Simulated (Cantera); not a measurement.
Source: NASA polynomial tables (part measured, part estimated), evaluated in Cantera. Values are per mole of reaction as written; species without (g) are pure solids or liquids, kept so even where they would boil at 1 bar. ZrN: taken at fixed stoichiometry.

**Question.** Between 1975 and 2275 K, where is each reaction favourable under standard conditions?
- 5 NO(g) + ZrN = 3 N₂O(g) + ZrO₂(g)

**Answer.** 
- 5 NO(g) + ZrN = 3 N₂O(g) + ZrO₂(g): ΔG° is 201 kJ at 1975 K and 252 kJ at 2275 K; it stays positive (K < 1). ΔH° is -140 kJ and ΔS° -172 J/K at 2275 K.
